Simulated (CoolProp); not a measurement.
Dimethyl carbonate along the isobar 0.333 MPa: fugacity coefficient from the reference equation and from simpler models built on Tc = 283.9 °C, pc = 4.909 MPa, ω = 0.346; each cubic takes its own stable root.

The numbers come from the reference Helmholtz-energy equation of state, Zhou 2011 in CoolProp.

```json
[
 {"T (°C)": "241.25", "phase": "gas", "reference": "0.9700", "van der Waals": "0.9757", "Redlich-Kwong": "0.9711", "Soave-Redlich-Kwong": "0.9698", "Peng-Robinson": "0.9671"},
 {"T (°C)": "247.85", "phase": "gas", "reference": "0.9712", "van der Waals": "0.9764", "Redlich-Kwong": "0.9721", "Soave-Redlich-Kwong": "0.9710", "Peng-Robinson": "0.9683"},
 {"T (°C)": "254.45", "phase": "gas", "reference": "0.9723", "van der Waals": "0.9771", "Redlich-Kwong": "0.9731", "Soave-Redlich-Kwong": "0.9722", "Peng-Robinson": "0.9696"},
 {"T (°C)": "260.95", "phase": "gas", "reference": "0.9734", "van der Waals": "0.9778", "Redlich-Kwong": "0.9740", "Soave-Redlich-Kwong": "0.9734", "Peng-Robinson": "0.9707"},
 {"T (°C)": "267.55", "phase": "gas", "reference": "0.9744", "van der Waals": "0.9784", "Redlich-Kwong": "0.9749", "Soave-Redlich-Kwong": "0.9745", "Peng-Robinson": "0.9719"},
 {"T (°C)": "274.15", "phase": "gas", "reference": "0.9754", "van der Waals": "0.9790", "Redlich-Kwong": "0.9758", "Soave-Redlich-Kwong": "0.9755", "Peng-Robinson": "0.9729"},
 {"T (°C)": "280.75", "phase": "gas", "reference": "0.9763", "van der Waals": "0.9796", "Redlich-Kwong": "0.9766", "Soave-Redlich-Kwong": "0.9765", "Peng-Robinson": "0.9740"},
 {"T (°C)": "287.35", "phase": "gas", "reference": "0.9772", "van der Waals": "0.9802", "Redlich-Kwong": "0.9774", "Soave-Redlich-Kwong": "0.9775", "Peng-Robinson": "0.9750"},
 {"T (°C)": "293.95", "phase": "gas", "reference": "0.9780", "van der Waals": "0.9808", "Redlich-Kwong": "0.9781", "Soave-Redlich-Kwong": "0.9784", "Peng-Robinson": "0.9759"},
 {"T (°C)": "300.55", "phase": "gas", "reference": "0.9788", "van der Waals": "0.9813", "Redlich-Kwong": "0.9789", "Soave-Redlich-Kwong": "0.9793", "Peng-Robinson": "0.9768"},
 {"T (°C)": "307.05", "phase": "gas", "reference": "0.9796", "van der Waals": "0.9818", "Redlich-Kwong": "0.9795", "Soave-Redlich-Kwong": "0.9801", "Peng-Robinson": "0.9777"},
 {"T (°C)": "313.65", "phase": "gas", "reference": "0.9804", "van der Waals": "0.9823", "Redlich-Kwong": "0.9802", "Soave-Redlich-Kwong": "0.9809", "Peng-Robinson": "0.9785"},
 {"T (°C)": "320.25", "phase": "gas", "reference": "0.9811", "van der Waals": "0.9828", "Redlich-Kwong": "0.9808", "Soave-Redlich-Kwong": "0.9817", "Peng-Robinson": "0.9793"},
 {"T (°C)": "326.85", "phase": "gas", "reference": "0.9817", "van der Waals": "0.9832", "Redlich-Kwong": "0.9815", "Soave-Redlich-Kwong": "0.9824", "Peng-Robinson": "0.9800"}
]
```
